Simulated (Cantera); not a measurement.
Charge: 1 mol CS₂, 0.56 mol H₂, held at 0.133 bar.

Cantera equilibrium calculation (NASA polynomials, part measured and part estimated; ideal gas, pure solids and liquids). Candidate condensed phases: C, C₆H₆, C₇H₈, C₈H₁₈, S; 83 gas species. Kinetics and transport are ignored.

Q: At 1823 K, list the 5 most abundant gas species with their mole fractions, and the condensed phases.

A: CS₂ 0.495, H₂ 0.317, S₂ 0.110, H₂S 0.0385, CS 0.0290. Condensed: C(graphite).
